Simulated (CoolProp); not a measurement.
n-butane along the isotherm 261.65 °C: density (kg/m³) from the reference equation and from simpler models built on Tc = 152.0 °C, pc = 37.96 bar, ω = 0.201; each cubic takes its own stable root.

The numbers come from the reference Helmholtz-energy equation of state, Bücker 2006 in CoolProp.

```
p (bar)          phase  reference  ideal gas  van der Waals  Redlich-Kwong  Peng-Robinson
-------  -------------  ---------  ---------  -------------  -------------  -------------
0.379              gas     0.4961     0.4954         0.4962         0.4963         0.4963
0.557              gas     0.7297     0.7281         0.7299         0.7299         0.7300
0.818              gas      1.073      1.069          1.073          1.073          1.073
1.2                gas      1.576      1.569          1.577          1.577          1.578
1.76               gas      2.317      2.301          2.319          2.319          2.320
2.59               gas      3.420      3.385          3.425          3.426          3.428
3.79               gas      5.029      4.954          5.039          5.041          5.045
5.57               gas      7.445      7.281          7.467          7.471          7.480
8.18               gas      11.05      10.69          11.10          11.11          11.13
12                 gas      16.48      15.69          16.59          16.60          16.64
17.6               gas      24.78      23.01          25.05          25.05          25.11
25.9               gas      37.91      33.85            ___          38.51          38.59
37.9               gas      58.94      49.54          61.07          60.33          60.20
55.7     supercritical      95.46      72.81          103.1          98.75          97.17
81.8     supercritical      160.1      106.9          179.1          165.9          159.1
120      supercritical      249.9      156.9          243.6            ___            ___
```

Problem. Fill in the missing entries.

Solution. 
- 25.9, van der Waals: 38.63
- 120, Redlich-Kwong: 249.0
- 120, Peng-Robinson: 242.6
